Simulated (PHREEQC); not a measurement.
## Alkaline etch or developer: speciation

Solution (50 °C): 100 mmol/kgw CsOH and 0.0036 mmol/kgw CO2. Closed to the air; pH follows from the charge balance.

Equilibrium calculation in PHREEQC: ion-association model, wateq4f.dat.

This is a speciation only: nothing precipitates in the calculation.

Problem. Estimate the pH.

Solution. pH 12.15.

Constants without temperature data keep their 25 °C values here.
